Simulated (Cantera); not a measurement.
A closed system holds: 1 mol CH3SiCl3, 0.39 mol C2H2, 120 mol H2, equilibrated at 2250 K.

Equilibrium computed with Cantera from the NASA thermochemical tables; the gas is ideal and each condensed phase is pure. Candidate condensed phases: C, C6H6, C7H8, C8H18, Si, SiC; 109 gas species. The feed counts by its element totals alone. Gases not in the tables: Si2H6 and higher silanes. Equilibrium is a limit: real reactors are often held back by kinetics, nucleation or transport.

**Question.** What share of the Si ends up in condensed phases as a function of P (Pa), at 100, 400, 1600, 6300, 25000, 100000?

**Answer.** 
```json
[
 {"P (Pa)": "100", "Si condensed (%)": "0.0", "as": "-"},
 {"P (Pa)": "400", "Si condensed (%)": "0.0", "as": "-"},
 {"P (Pa)": "1600", "Si condensed (%)": "19.1", "as": "SiC(s)"},
 {"P (Pa)": "6300", "Si condensed (%)": "77.0", "as": "SiC(s)"},
 {"P (Pa)": "25000", "Si condensed (%)": "92.0", "as": "SiC(s)"},
 {"P (Pa)": "100000", "Si condensed (%)": "96.0", "as": "SiC(s)"}
]
```
